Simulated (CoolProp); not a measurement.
Octamethylcyclotetrasiloxane (D4) along the isobar 101 kPa: fugacity coefficient from the reference equation and from simpler models built on Tc = 586.5 K, pc = 1347 kPa, ω = 0.598; each cubic takes its own stable root.

Values from CoolProp's reference Helmholtz-energy equation of state, Thol 2015.

```tsv
T (K)	phase	reference
520.9	gas	0.9590
528.6	gas	0.9612
536.2	gas	0.9632
543.8	gas	0.9651
551.4	gas	0.9668
559	gas	0.9685
566.7	gas	0.9701
574.3	gas	0.9716
581.9	gas	0.9729
589.5	gas	0.9743
597.1	gas	0.9755
604.8	gas	0.9767
612.4	gas	0.9778
620	gas	0.9788
```

Task: How far does each simpler model (van der Waals, Soave-Redlich-Kwong, Peng-Robinson) lie from the reference over these 14 states: mean and median of the absolute difference, and the worst?

Result: 
- van der Waals: mean 0.6 %, median 0.6 %, worst +1.2 % at 520.9 K and 101 kPa
- Soave-Redlich-Kwong: mean 0.1 %, median 0.1 %, worst +0.1 % at 520.9 K and 101 kPa
- Peng-Robinson: mean 0.2 %, median 0.2 %, worst -0.2 % at 559 K and 101 kPa
